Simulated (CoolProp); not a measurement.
Decamethyltetrasiloxane (MD2M) along the isotherm 284.75 °C: Z from the reference equation and from simpler models built on Tc = 326.2 °C, pc = 1144 kPa, ω = 0.635; each cubic takes its own stable root.

Computed with CoolProp (reference Helmholtz-energy equation of state, Thol 2017).

```tsv
p (kPa)	phase	reference
1.81	gas	0.9993
3.43	gas	0.9987
6.5	gas	0.9976
12.3	gas	0.9955
23.4	gas	0.9914
44.3	gas	0.9836
84	gas	0.9686
159	gas	0.9392
302	gas	0.8778
572	gas	0.7264
```

Q: How far does each simpler model (Pitzer virial, van der Waals, Redlich-Kwong, Soave-Redlich-Kwong, Peng-Robinson) lie from the reference over these 10 states: mean and median of the absolute difference, and the worst?

A: 
- Pitzer virial: mean 0.7 %, median 0.2 %, worst +4.4 % at 284.75 °C and 572 kPa
- van der Waals: mean 1.2 %, median 0.2 %, worst +7.8 % at 284.75 °C and 572 kPa
- Redlich-Kwong: mean 0.2 %, median 0.0 %, worst +2.3 % at 284.75 °C and 572 kPa
- Soave-Redlich-Kwong: mean 0.4 %, median 0.1 %, worst -2.1 % at 284.75 °C and 572 kPa
- Peng-Robinson: mean 0.9 %, median 0.2 %, worst -4.7 % at 284.75 °C and 572 kPa
